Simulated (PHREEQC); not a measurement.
Make-up at 25 °C: 84 mmol/kgw NaHCO3, 53.9 mmol/kgw NaOH and 0.12 mmol/kgw KCl. Closed to the air; pH follows from the charge balance.

Computed with PHREEQC (ion-association model, wateq4f.dat).

```yaml
pH: 10.01
ionic_strength: 0.145 mol/kgw
total_alkalinity: 138 meq/kg
```

```csv
species,molality,activity,log γ
Na+,0.114,0.0869,-0.119
CO3-2,0.0312,0.0107,-0.464
HCO3-,0.0292,0.0223,-0.116
NaCO3-,0.0226,0.0173,-0.116
NaHCO3,0.00106,0.00109,0.015
OH-,0.000139,0.000102,-0.135
```

This is a speciation only: nothing precipitates in the calculation. Complexes and solids missing from the database can't appear.
